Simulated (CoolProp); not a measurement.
Vapour-liquid equilibrium of R143a (1) + fluoroethane (R161) (2) at 0.744 MPa; x and y are mole fractions of (1).

The numbers come from the multi-fluid Helmholtz-energy mixture model, Lemmon and Jacobsen 2000 and Wu 2012; pair parameters Bell 2016 in CoolProp.

```csv
x,bubble temperature (°C),y at the bubble point,dew temperature at overall composition x (°C),liquid density (mol/L)
0.05,?,0.067,16.7,14.94
0.125,15.5,0.162,15.9,14.68
0.2,14.5,0.251,15.0,14.41
0.275,13.5,0.335,14.2,14.16
0.35,12.6,?,13.3,13.90
0.425,11.7,0.492,12.5,?
0.5,10.9,0.566,11.7,13.42
0.575,10.1,0.637,10.8,13.18
0.65,?,0.706,10.0,12.95
0.725,8.6,0.772,?,?
0.8,?,0.837,8.3,12.50
0.875,7.2,0.899,7.4,12.29
0.95,6.5,?,6.6,12.08
```

Question: Some entries are withheld; supply them.

Answer: 
- 0.05, bubble temperature (°C): 16.5
- 0.35, y at the bubble point: 0.416
- 0.425, liquid density (mol/L): 13.66
- 0.65, bubble temperature (°C): 9.3
- 0.725, dew temperature at overall composition x (°C): 9.1
- 0.725, liquid density (mol/L): 12.73
- 0.8, bubble temperature (°C): 7.9
- 0.95, y at the bubble point: 0.960

No azeotrope shows between x = 0.05 and 0.95.

Pair parameters are fitted to limited data, so mixtures are less certain than the pure fluids.
